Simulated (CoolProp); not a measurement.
Benzene along the isobar 7.1 MPa: density (kg/m³) from the reference equation and from simpler models built on Tc = 562.0 K, pc = 4.906 MPa, ω = 0.211; each cubic takes its own stable root.

Computed with CoolProp (reference Helmholtz-energy equation of state, Thol 2012).

| T (K) | phase | reference | van der Waals | Redlich-Kwong | Soave-Redlich-Kwong | Peng-Robinson |
|---|---|---|---|---|---|---|
| 485.3 | liquid | 661.9 | 427.3 | 578.2 | 595.4 | 671.9 |
| 494.9 | liquid | 647.4 | 419.3 | 562.7 | 579.0 | 653.0 |
| 504.5 | liquid | 632.0 | 411.0 | 546.4 | 561.6 | 632.8 |
| 514.1 | liquid | 615.6 | 402.3 | 529.1 | 543.0 | 611.1 |
| 523.8 | liquid | 597.7 | 392.9 | 510.5 | 522.7 | 587.4 |
| 533.4 | liquid | 578.4 | 383.0 | 490.8 | 501.0 | 561.8 |
| 543 | liquid | 556.9 | 372.4 | 469.5 | 477.1 | 533.5 |
| 552.6 | liquid | 532.3 | 360.9 | 446.2 | 450.5 | 502.0 |
| 562.3 | supercritical | 503.0 | 348.2 | 420.1 | 419.9 | 465.6 |
| 571.9 | supercritical | 466.9 | 334.3 | 390.7 | 384.7 | 423.4 |
| 581.5 | supercritical | 418.8 | 318.6 | 356.7 | 342.7 | 373.2 |
| 591.1 | supercritical | 351.2 | 300.6 | 317.1 | 293.8 | 315.9 |
| 600.8 | supercritical | 277.1 | 279.5 | 273.9 | 247.2 | 263.5 |
| 610.4 | supercritical | 230.6 | 255.5 | 236.9 | 214.3 | 227.6 |
| 620 | supercritical | 202.8 | 230.5 | 210.3 | 192.2 | 203.5 |
